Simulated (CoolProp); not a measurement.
Computed with CoolProp (reference Helmholtz-energy equation of state, Gao 2016).

Problem. Give the vapour pressure (MPa), liquid density (kg/m³), enthalpy of vaporisation (kJ/kg), vapour Z of saturated sulfur dioxide at 333.5, 374.9 K.

Solution. 
| T (K) | p (MPa) | liquid density (kg/m³) | enthalpy of vaporisation (kJ/kg) | vapour Z |
|---|---|---|---|---|
| 333.5 | 1.11 | 1260 | 316 | 0.862 |
| 374.9 | 2.88 | 1110 | 254 | 0.736 |
